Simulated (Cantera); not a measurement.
Predominance diagram of Mg at 327 °C against the partial pressures of O2 and Br2 (log10, bar). Cantera with NASA thermochemical tables; ideal gases at 1 bar, condensed phases pure. Candidates: Mg(s), MgBr2(s), MgO(s). Only these pure phases compete in this equilibrium. Not in the tables: oxide halides.

```
log p(Br2) \ log p(O2)
        columns: -53, -50.1, -47.1, -44.2, -41.2, -38.3, -35.3, -32.4, -29.4, -26.5, -23.6, -20.6, -17.7, -14.7, -11.8, -8.8, -5.9, -2.9, 0
      0  A A A A A A A A A A A A A A B B B B B
     -2  A A A A A A A A A A A A A B B B B B B
     -4  A A A A A A A A A A A B B B B B B B B
     -6  A A A A A A A A A A B B B B B B B B B
     -8  A A A A A A A A A B B B B B B B B B B
    -10  A A A A A A A B B B B B B B B B B B B
    -12  A A A A A A B B B B B B B B B B B B B
    -14  A A A A B B B B B B B B B B B B B B B
    -16  A A A B B B B B B B B B B B B B B B B
    -18  A A B B B B B B B B B B B B B B B B B
    -20  B B B B B B B B B B B B B B B B B B B
    -22  B B B B B B B B B B B B B B B B B B B
    -24  B B B B B B B B B B B B B B B B B B B
    -26  B B B B B B B B B B B B B B B B B B B
```

A: MgBr2(s); B: MgO(s).
